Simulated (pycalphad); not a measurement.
Source of the numbers: pycalphad with the COST 507 light-alloy database (1999); pressure 1 atm. The database dates from 1999; later assessments differ in places, in temperatures and in the compounds included. Phase fractions are per mole of atoms.

### Question
Give the equilibrium state of Al-0.2851Si-13.32Mg (wt.%) at 850 K.

### Answer
```
T = 850.00 K, P = 101325 Pa, N = 1 mol of atoms
G = -36167 J/mol, H = 22703 J/mol, S = 69.26 J/(mol K)  (SER reference)
chemical potentials (J/mol): Al -33346, Si -58854, Mg -52223
phase             fraction      x(Al)      x(Si)      x(Mg)
LIQUID              0.7932     0.8273     0.0034     0.1693
FCC_A1              0.2068     0.9443   0.000111     0.0555
```

### Question
Give the equilibrium state of Al-0.2851Si-13.32Mg (wt.%) at 800 K.

### Answer
fcc, fraction 0.677, with 0.01 Si, 8.3 Mg wt.%; liquid, fraction 0.319, with 0.44 Si, 23.5 Mg wt.%; MG2SI, fraction 0.004, with 36.6 Si, 63.4 Mg wt.%.

Database names, with the compositions (at.%) that they take in these runs: MG2SI: Mg 67 Si 33. FCC_A1 is fcc.
